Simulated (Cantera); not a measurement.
# Reactions in the system H-O-V

Source: NASA polynomial tables (part measured, part estimated), evaluated in Cantera. Values are per mole of reaction as written; species without (g) are pure solids or liquids, kept so even where they would boil at 1 bar.

2 H(g) + 2 V2O5 = H2O2(g) + 2 V2O4

```csv
T (K),ΔH° (kJ),ΔS° (J/K),ΔG° (kJ),log10 K,condensed phases
300,-325.5,-49.2,-310.8,54.11,"V2O5(s), V2O4(s)"
1125,-460.9,-171.1,-268.4,12.46,"V2O5(l), V2O4(s)"
1275,-464.9,-174.5,-242.5,9.93,"V2O5(l), V2O4(s)"
1425,-467.8,-176.6,-216.1,7.92,"V2O5(l), V2O4(s)"
1575,-469.4,-177.7,-189.5,6.29,"V2O5(l), V2O4(s)"
1725,-469.9,-178.0,-162.8,4.93,"V2O5(l), V2O4(s)"
1875,-241.2,-52.2,-143.4,3.99,"V2O5(l), V2O4(l)"
```
